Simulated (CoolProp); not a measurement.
Vapour-liquid equilibrium of toluene (1) + n-decane (2) at 0.00307 bar; x and y are mole fractions of (1).

Computed with CoolProp (multi-fluid Helmholtz-energy mixture model, Lemmon 2006 and Lemmon 2006; pair parameters Bell 2016).

```json
[
 {"x": "0.05", "bubble temperature, mixture model (K)": "293.8", "bubble temperature, Raoult's law (K)": "295.4", "y, mixture model": "0.587", "y, Raoult's law": "0.536"},
 {"x": "0.15", "bubble temperature, mixture model (K)": "…", "bubble temperature, Raoult's law (K)": "283.5", "y, mixture model": "0.869", "y, Raoult's law": "0.830"},
 {"x": "0.25", "bubble temperature, mixture model (K)": "273.0", "bubble temperature, Raoult's law (K)": "276.6", "y, mixture model": "0.937", "y, Raoult's law": "0.914"},
 {"x": "0.35", "bubble temperature, mixture model (K)": "268.5", "bubble temperature, Raoult's law (K)": "271.8", "y, mixture model": "0.963", "y, Raoult's law": "0.950"},
 {"x": "0.45", "bubble temperature, mixture model (K)": "265.5", "bubble temperature, Raoult's law (K)": "268.3", "y, mixture model": "0.975", "y, Raoult's law": "0.969"},
 {"x": "0.55", "bubble temperature, mixture model (K)": "263.4", "bubble temperature, Raoult's law (K)": "265.5", "y, mixture model": "…", "y, Raoult's law": "0.980"},
 {"x": "0.65", "bubble temperature, mixture model (K)": "261.8", "bubble temperature, Raoult's law (K)": "263.2", "y, mixture model": "0.987", "y, Raoult's law": "0.988"},
 {"x": "0.75", "bubble temperature, mixture model (K)": "260.4", "bubble temperature, Raoult's law (K)": "261.2", "y, mixture model": "…", "y, Raoult's law": "0.993"},
 {"x": "0.85", "bubble temperature, mixture model (K)": "259.2", "bubble temperature, Raoult's law (K)": "259.5", "y, mixture model": "0.995", "y, Raoult's law": "0.996"},
 {"x": "0.95", "bubble temperature, mixture model (K)": "257.9", "bubble temperature, Raoult's law (K)": "258.0", "y, mixture model": "0.998", "y, Raoult's law": "0.999"}
]
```

Question: What belongs in the gaps?

Answer: 
- 0.15, bubble temperature, mixture model (K): 280.2
- 0.55, y, mixture model: 0.982
- 0.75, y, mixture model: 0.991

The largest gap from Raoult's law is -3.6 K in bubble temperature, at x = 0.25. No azeotrope shows between x = 0.05 and 0.95.

Pair parameters are fitted to limited data, so mixtures are less certain than the pure fluids.
